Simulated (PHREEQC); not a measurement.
A column of 0.2 m (40 cells, dispersivity 0.016 m, 720 s a shift, diffusion coefficient 3e-10 m²/s) holds 0.0016 eq of the database's cation exchanger X per kg of pore water, first in equilibrium with 0.012 mol/kgw SrCl2, 0.00061 mol/kgw NH4Cl and 1e-05 mol/kgw HCl. It is flushed with 0.001 mol/kgw BaCl2 and 1e-05 mol/kgw HCl, at 15 °C. Values are for the last cell. The system is closed to CO2. Precipitation was switched off in this run.

The numbers come from PHREEQC with the ion-association model, phreeqc.dat.

```tsv
pore volumes	Ba in solution (mol/kgw)	NH4 in solution (mol/kgw)	Sr in solution (mol/kgw)	Cl in solution (mol/kgw)	SrX2 on the exchanger (mol/kgw)	NH4X on the exchanger (mol/kgw)
0	0	0.000610	0.0120	0.0246	0.000793	1.33e-5
0.1375	5.98e-14	0.000610	0.0120	0.0246	0.000793	1.33e-5
0.3875	4.85e-6	0.000605	0.0119	0.0244	0.000793	1.33e-5
0.5125	3.40e-5	0.000577	0.0113	0.0233	0.000791	1.29e-5
0.7625	0.000185	0.000433	0.00848	0.0178	0.000777	1.11e-5
0.8875	0.000270	0.000344	0.00675	0.0144	0.000764	9.83e-6
1.137	0.000390	0.000194	0.00390	0.00879	0.000723	7.08e-6
1.262	0.000424	0.000140	0.00291	0.00682	0.000694	5.81e-6
1.512	0.000467	7.02e-5	0.00165	0.00431	0.000620	3.66e-6
1.637	0.000487	4.91e-5	0.00127	0.00357	0.000575	2.80e-6
1.887	0.000541	2.36e-5	0.000798	0.00271	0.000474	1.54e-6
2.013	0.000576	1.62e-5	0.000649	0.00248	0.000421	1.11e-6
2.138	0.000615	1.11e-5	0.000534	0.00232	0.000369	7.86e-7
2.388	0.000698	5.21e-6	0.000366	0.00214	0.000273	3.81e-7
2.513	0.000738	3.55e-6	0.000304	0.00210	0.000231	2.62e-7
2.763	0.000811	1.64e-6	0.000207	0.00205	0.000161	1.22e-7
2.888	0.000841	1.11e-6	0.000171	0.00203	0.000133	8.31e-8
3.138	0.000891	5.06e-7	0.000114	0.00202	8.98e-5	3.81e-8
3.263	0.000910	3.42e-7	9.31e-5	0.00202	7.33e-5	2.57e-8
3.513	0.000940	1.55e-7	6.13e-5	0.00201	4.83e-5	1.17e-8
3.638	0.000951	1.05e-7	4.95e-5	0.00201	3.91e-5	7.89e-9
3.888	0.000968	4.75e-8	3.22e-5	0.00201	2.54e-5	3.58e-9
4.013	0.000974	3.19e-8	2.59e-5	0.00201	2.04e-5	2.41e-9
```
